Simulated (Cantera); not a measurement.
A closed system holds: 1 mol Si₃N₄, 0.1 mol N₂O, 110 mol H₂, equilibrated at 0.260 Pa.

Method: chemical equilibrium by Gibbs-energy minimisation in Cantera with the NASA 1993 tables (ideal gas, pure condensed phases). Candidate condensed phases: H₂O, Si, SiO₂, Si₂N₂O, Si₃N₄; 35 gas species. The numbers say what is thermodynamically allowed, not how fast it happens. All values below are at 2050 K.

Base state: H 0.714, H₂ 0.258, Si 0.0162, N₂ 0.0117, SiO 0.000559 (mole fractions); condensed: gas only.

### Question
What changes in the equilibrium state with this change: N₂O from 0.1 to 2.8 mol?

### Answer
| species | before | after |
|---|---|---|
| H | 0.714 | 0.706 |
| H₂ | 0.258 | 0.252 |
| N₂ | 0.0117 | 0.0264 |
| Si | 0.0162 | 0.00110 |
| SiO | 0.000559 | 0.0154 |
